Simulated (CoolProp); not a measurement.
R1336mzz(E) along the isotherm 410 K: fugacity coefficient from the reference equation and from simpler models built on Tc = 403.5 K, pc = 2.779 MPa, ω = 0.413; each cubic takes its own stable root.

Model: reference Helmholtz-energy equation of state, Akasaka 2023, in CoolProp.

| p (MPa) | phase | reference |
|---|---|---|
| 0.00439 | gas | 0.9995 |
| 0.00833 | gas | 0.9990 |
| 0.0158 | gas | 0.9981 |
| 0.0299 | gas | 0.9963 |
| 0.0568 | gas | 0.9931 |
| 0.108 | gas | 0.9868 |
| 0.204 | gas | 0.9752 |
| 0.387 | gas | 0.9531 |
| 0.733 | gas | 0.9120 |
| 1.39 | gas | 0.8357 |

Problem. How far does each simpler model (van der Waals, Redlich-Kwong, Soave-Redlich-Kwong, Peng-Robinson) lie from the reference over these 10 states: mean and median of the absolute difference, and the worst?

Solution. 
- van der Waals: mean 0.6 %, median 0.2 %, worst +2.7 % at 410 K and 1.39 MPa
- Redlich-Kwong: mean 0.2 %, median 0.0 %, worst +0.7 % at 410 K and 1.39 MPa
- Soave-Redlich-Kwong: mean 0.2 %, median 0.1 %, worst +0.9 % at 410 K and 1.39 MPa
- Peng-Robinson: mean 0.2 %, median 0.1 %, worst -0.9 % at 410 K and 1.39 MPa
